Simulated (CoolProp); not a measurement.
A closed Brayton cycle with carbon dioxide: compressor inlet 306.15 K and 9.7 MPa, high pressure 30.6 MPa, turbine inlet 800 K, compressor efficiency 0.85, turbine efficiency 0.85, recuperator effectiveness 0.8 (on enthalpy, no pinch check). Each further row changes one setting.

Values from CoolProp's reference Helmholtz-energy equation of state, Span 1996.

```json
[
 {"case": "as stated", "thermal efficiency (%)": "30.4", "net work (kJ/kg)": "105", "compressor to turbine work": "0.23", "compressor exit (K)": "335.9", "turbine exit (K)": "671.8"},
 {"case": "turbine inlet 750 K", "thermal efficiency (%)": "29.3", "net work (kJ/kg)": "[?]", "compressor to turbine work": "0.25", "compressor exit (K)": "335.9", "turbine exit (K)": "626.1"},
 {"case": "compressor inlet 316.15 K", "thermal efficiency (%)": "[?]", "net work (kJ/kg)": "96.4", "compressor to turbine work": "0.29", "compressor exit (K)": "368.7", "turbine exit (K)": "671.8"},
 {"case": "high pressure 26 MPa", "thermal efficiency (%)": "28.8", "net work (kJ/kg)": "[?]", "compressor to turbine work": "[?]", "compressor exit (K)": "330.6", "turbine exit (K)": "[?]"},
 {"case": "recuperator effectiveness 0.5", "thermal efficiency (%)": "[?]", "net work (kJ/kg)": "105", "compressor to turbine work": "0.23", "compressor exit (K)": "335.9", "turbine exit (K)": "671.8"}
]
```

Task: Some entries are withheld; supply them.

Result: 
- turbine inlet 750 K, net work (kJ/kg): 94.6
- compressor inlet 316.15 K, thermal efficiency (%): 29.5
- high pressure 26 MPa, net work (kJ/kg): 93.5
- high pressure 26 MPa, compressor to turbine work: 0.21
- high pressure 26 MPa, turbine exit (K): 689.5
- recuperator effectiveness 0.5, thermal efficiency (%): 22.2
